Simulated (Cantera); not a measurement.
Feed: 1 mol Al₂O₃, 2.1 mol BCl₃, 4 mol O₂, at 977 °C and 6.60 Torr.

Cantera equilibrium calculation (NASA polynomials, part measured and part estimated; ideal gas, pure solids and liquids). Candidate condensed phases: Al, AlCl₃, Al₂O₃, B, B₂O₃; 30 gas species. Mutual solubility and eutectic melting of coexisting phases are not modelled. The tables' values for BOCl are old estimates; treat these amounts as uncertain. Condensed phases not in the tables: borates and borosilicate glass, alloys, solid solutions and most ternary compounds. Kinetics and transport are ignored.

Base state: Cl₂ 0.518, O₂ 0.422, Cl 0.0599, ClO 0.000131, BOCl 2.74e-5, AlCl₃ 1.89e-5 (mole fractions); condensed: Al₂O₃(s) + B₂O₃(l).

Problem. What changes in the equilibrium state with this change: temperature from 977 °C to 825 °C?

Solution. 
```tsv
species	before	after
Cl₂	0.518	0.556
O₂	0.422	0.432
Cl	0.0599	0.0118
AlCl₃	1.89e-5	7.75e-7
BOCl	2.74e-5	5.34e-7
ClO	0.000131	3.54e-5
Al₂O₃(s), mol	1.000	1.000
B₂O₃(l), mol	1.05	1.05
```

Problem. What changes in the equilibrium state with this change: temperature from 977 °C to 1225 °C?

Solution. 
| species | before | after |
|---|---|---|
| O₂ | 0.422 | 0.361 |
| Cl | 0.0599 | 0.336 |
| Cl₂ | 0.518 | 0.298 |
| AlCl₃ | 1.89e-5 | 0.000455 |
| BOCl | 2.74e-5 | 0.00239 |
| B₂O₃ | 5.01e-6 | 0.00237 |
| BO₂ | 1.57e-6 | 0.000286 |
| O | 4.79e-7 | 2.53e-5 |
| Al₂O₃(s), mol | 1.000 | 0.998 |
| B₂O₃(l), mol | 1.05 | 1.02 |
